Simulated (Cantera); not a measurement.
## Pyrogenic steam for wet oxidation

An isothermal, constant-pressure homogeneous reactor starts with H2 : O2 : N2 = 1.6 : 1 : 8.5 (molar parts), equivalence ratio 0.80, at 1225 K and 100.0 Torr.

Model: GRI-Mech 3.0 (53 species, 325 reactions), integrated in Cantera. The temperature is held fixed by assumption; the heat of reaction is taken as removed at once.

```json
[
 {"t (s)": "2.00e-5", "x H2": "0.144", "x O2": "0.0901", "x H": "4.38e-9", "x NO": "<1e-12", "x O": "5.13e-10"},
 {"t (s)": "0.000108", "x H2": "0.144", "x O2": "0.0901", "x H": "1.67e-7", "x NO": "<1e-12", "x O": "2.58e-8"},
 {"t (s)": "0.000586", "x H2": "0.0272", "x O2": "0.0408", "x H": "0.0624", "x NO": "9.33e-7", "x O": "0.0113"},
 {"t (s)": "0.00317", "x H2": "0.00851", "x O2": "0.0245", "x H": "0.0121", "x NO": "1.22e-5", "x O": "0.00283"},
 {"t (s)": "0.0172", "x H2": "0.000695", "x O2": "0.0196", "x H": "0.000214", "x NO": "1.33e-5", "x O": "0.000161"},
 {"t (s)": "0.0931", "x H2": "2.20e-5", "x O2": "0.0194", "x H": "1.21e-6", "x NO": "1.33e-5", "x O": "5.06e-6"},
 {"t (s)": "0.504", "x H2": "1.54e-6", "x O2": "0.0194", "x H": "2.45e-8", "x NO": "1.33e-5", "x O": "3.83e-7"},
 {"t (s)": "2.73", "x H2": "2.13e-7", "x O2": "0.0194", "x H": "1.30e-9", "x NO": "1.33e-5", "x O": "5.46e-8"},
 {"t (s)": "14.8", "x H2": "6.93e-8", "x O2": "0.0194", "x H": "2.42e-10", "x NO": "1.33e-5", "x O": "1.73e-8"},
 {"t (s)": "80.0", "x H2": "6.50e-8", "x O2": "0.0194", "x H": "2.19e-10", "x NO": "1.33e-5", "x O": "1.62e-8"}
]
```
x: mole fraction; the columns are a selection and need not sum to one.

Equilibrium at this temperature and pressure: H2 6.51e-8, O2 0.0194, H 2.19e-10, NO 7.37e-5, O 1.61e-8 (gas phase only).
